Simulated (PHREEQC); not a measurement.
Dissolve 0.057 mol KHCO3 and 0.41 mol K2HPO4 per kg of water at 25 °C. Closed to the air; pH follows from the charge balance.

Computed with PHREEQC (ion-association model, phreeqc.dat).

No solid was allowed to form.

### Question
Order these P species by the share of P that they hold, largest first: H2PO4-, PO4-3, KHPO4-, HPO4-2.

### Answer
HPO4-2 (80 %), KHPO4- (19 %), H2PO4- (0.95 %), PO4-3 (0.22 %)

The pH is 8.53 and the ionic strength 1.14 mol/kgw. The ionic strength is past about 0.7 mol/kgw, beyond the range of this activity model, so the values are rough. Species that the database lacks are ignored.
